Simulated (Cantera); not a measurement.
Cantera run, input and output.

```python
import numpy as np
import cantera as ct

surf = ct.Interface("ptcombust.yaml", "Pt_surf")
gas = surf.adjacent["gas"]
gas.TPX = 700, 260000, {'CO': 0.016, 'O2': 0.18, 'N2': 0.79, 'H2O': 0.024}
surf.TP = 700, 260000
reactor = ct.FlowReactor(gas, clone=False)
reactor.area = 0.0001  # m2
reactor.surface_area_to_volume_ratio = 5500  # 1/m
reactor.mass_flow_rate = 1.1 * reactor.area * gas.density  # inlet velocity 1.1 m/s
reactor.energy_enabled = False
wall = ct.ReactorSurface(surf, reactor, clone=False)
net = ct.ReactorNet([reactor])
net.rtol, net.atol = 1e-8, 1e-16
show, cover = ['CO', 'O2', 'H2O', 'CO2'], ['PT(S)', 'H(S)', 'O(S)', 'OH(S)', 'CO(S)', 'C(S)']

rows = []
print(f"{'z/m':>9s}{'u/(m/s)':>9s}" + "".join(f"{s:>13s}" for s in show + cover))
for z in [0.00011, 0.00024, 0.00053, 0.0011, 0.0024, 0.0053, 0.011]:
    net.advance(z)
    rows.append([reactor.speed, *gas[show].X, *surf[cover].coverages])
    print(f"{z:9.4g}{rows[-1][0]:9.3g}" + "".join(f"{x:13.4e}" for x in rows[-1][1:]))
```

Result:

```
      z/m  u/(m/s)           CO           O2          H2O          CO2        PT(S)         H(S)         O(S)        OH(S)        CO(S)         C(S)
  0.00011      1.1   1.2850e-02   1.7698e-01   2.3798e-02   3.0153e-03   4.9994e-02   2.8993e-08   1.0552e-01   3.5283e-03   8.4092e-01   9.7327e-14
  0.00024      1.1   9.7968e-03   1.7571e-01   2.3835e-02   6.0930e-03   1.4779e-02   1.5367e-09   9.7183e-01   5.8261e-03   7.5542e-03   2.8064e-17
  0.00053      1.1   9.1901e-03   1.7546e-01   2.3842e-02   6.7046e-03   1.0466e-02   9.1165e-10   9.8108e-01   4.9270e-03   3.5217e-03   9.1782e-18
   0.0011      1.1   8.5276e-03   1.7519e-01   2.3850e-02   7.3723e-03   8.4614e-03   6.6149e-10   9.8497e-01   4.4395e-03   2.1276e-03   4.4651e-18
   0.0024      1.1   7.6082e-03   1.7481e-01   2.3861e-02   8.2992e-03   6.9712e-03   4.9410e-10   9.8770e-01   4.0362e-03   1.2850e-03   2.2157e-18
   0.0053     1.09   6.3790e-03   1.7430e-01   2.3876e-02   9.5381e-03   5.8414e-03   3.7873e-10   9.8970e-01   3.6996e-03   7.5500e-04   1.0886e-18
    0.011     1.09   4.9583e-03   1.7371e-01   2.3893e-02   1.0970e-02   5.0440e-03   3.0378e-10   9.9107e-01   3.4414e-03   4.3697e-04   5.4330e-19
```

Detailed kinetics in Cantera: Deutschmann's 1995 Pt surface mechanism with GRI-Mech 3.0 gas chemistry. Catalytic surfaces can have several steady states; this one follows from the mechanism file's or the stated starting coverage. Mass transfer to the wall is taken as infinitely fast.
